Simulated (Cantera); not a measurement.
Gas mixture: NO = 0.92 (molar parts), at 1.00 bar, frozen composition.

Cantera's kinetic-theory transport with the Lennard-Jones parameters of GRI-Mech 3.0, ideal gas; thermal conductivity in the mixture-averaged form. The composition is frozen, though it would react at the higher temperatures.

D: mixture-averaged diffusion coefficient of that species in the mixture.

```json
[
 {"T (K)": "400", "ρ (kg/m³)": "0.902", "cp (J/kg/K)": "998.6", "μ (µPa s)": "[?]", "λ (mW/m/K)": "32.4", "Pr": "0.712", "D (cm²/s) NO": "67.6", "D (cm²/s) H2O": "0.396", "D (cm²/s) H": "2.06"},
 {"T (K)": "500", "ρ (kg/m³)": "0.722", "cp (J/kg/K)": "1016", "μ (µPa s)": "[?]", "λ (mW/m/K)": "38.8", "Pr": "0.708", "D (cm²/s) NO": "100", "D (cm²/s) H2O": "0.602", "D (cm²/s) H": "3.03"},
 {"T (K)": "600", "ρ (kg/m³)": "0.601", "cp (J/kg/K)": "1041", "μ (µPa s)": "[?]", "λ (mW/m/K)": "45.1", "Pr": "0.706", "D (cm²/s) NO": "138", "D (cm²/s) H2O": "0.842", "D (cm²/s) H": "4.14"},
 {"T (K)": "700", "ρ (kg/m³)": "0.516", "cp (J/kg/K)": "1067", "μ (µPa s)": "[?]", "λ (mW/m/K)": "51.3", "Pr": "0.707", "D (cm²/s) NO": "180", "D (cm²/s) H2O": "1.11", "D (cm²/s) H": "5.38"},
 {"T (K)": "800", "ρ (kg/m³)": "0.451", "cp (J/kg/K)": "1092", "μ (µPa s)": "37.1", "λ (mW/m/K)": "57.3", "Pr": "0.708", "D (cm²/s) NO": "226", "D (cm²/s) H2O": "1.41", "D (cm²/s) H": "6.75"},
 {"T (K)": "900", "ρ (kg/m³)": "0.401", "cp (J/kg/K)": "1114", "μ (µPa s)": "40.1", "λ (mW/m/K)": "63.0", "Pr": "0.708", "D (cm²/s) NO": "276", "D (cm²/s) H2O": "1.73", "D (cm²/s) H": "8.22"},
 {"T (K)": "1000", "ρ (kg/m³)": "0.361", "cp (J/kg/K)": "1133", "μ (µPa s)": "42.9", "λ (mW/m/K)": "68.6", "Pr": "0.709", "D (cm²/s) NO": "330", "D (cm²/s) H2O": "2.08", "D (cm²/s) H": "9.81"},
 {"T (K)": "1100", "ρ (kg/m³)": "0.328", "cp (J/kg/K)": "1147", "μ (µPa s)": "45.7", "λ (mW/m/K)": "74.1", "Pr": "0.707", "D (cm²/s) NO": "388", "D (cm²/s) H2O": "2.46", "D (cm²/s) H": "11.5"}
]
```

Problem. Complete the blanks.

Solution. 
- 400, μ (µPa s): 23.1
- 500, μ (µPa s): 27.0
- 600, μ (µPa s): 30.6
- 700, μ (µPa s): 34.0
